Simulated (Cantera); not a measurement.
A perfectly stirred reactor is fed with CH4 : H2O = 1 : 2 (molar parts), at 4.50 bar; it is held at 1525 K, and followed from long to short residence time.

Detailed kinetics in Cantera: GRI-Mech 3.0 (53 species, 325 reactions).

Problem. Predict: x(CH4) at τ = 11.0 s; x(H2O) at τ = 11.0 s; x(H2) at τ = 11.0 s; x(H) at τ = 11.0 s; x(CH4) at τ = 0.180 s; x(H2O) at τ = 0.180 s; x(H2) at τ = 0.180 s; x(CH2) at τ = 0.180 s; x(H) at τ = 0.180 s.

Solution. 
```json
{
 "x(CH4) at τ = 11.0 s": "0.0939",
 "x(H2O) at τ = 11.0 s": "0.347",
 "x(H2) at τ = 11.0 s": "0.425",
 "x(H) at τ = 11.0 s": "7.25e-6",
 "x(CH4) at τ = 0.180 s": "0.172",
 "x(H2O) at τ = 0.180 s": "0.569",
 "x(H2) at τ = 0.180 s": "0.193",
 "x(CH2) at τ = 0.180 s": "3.54e-9",
 "x(H) at τ = 0.180 s": "3.87e-6"
}
```
